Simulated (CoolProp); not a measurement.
Vapour-liquid equilibrium of R152A (1) + isobutene (2) at -68.75 °C; x and y are mole fractions of (1).

The numbers come from the multi-fluid Helmholtz-energy mixture model, Outcalt 1996 and Lemmon 2005; pair parameters Bell 2016 in CoolProp.

```csv
x,bubble pressure (MPa),y at the bubble point,dew pressure at overall composition x (MPa),liquid density (mol/L)
0.05,0.005318,0.321,0.003961,12.49
0.15,0.007212,0.537,0.004376,12.80
0.25,0.008177,0.616,0.004885,13.13
0.35,0.008667,0.655,0.005519,13.49
0.45,0.008927,0.679,0.006327,13.87
0.55,0.009082,0.699,0.007363,14.28
0.65,0.009185,0.720,0.008602,14.74
0.75,0.009233,0.752,0.009232,15.23
0.85,0.009155,0.806,0.009013,15.76
0.95,0.008772,0.909,0.008588,16.34
```

y crosses x between x = 0.75 and 0.85: the model has an azeotrope there.

The pair parameters rest on a limited set of measurements; away from them the model extrapolates. With so large a gap from Raoult's law the liquid may split in two, which this calculation doesn't test in full.
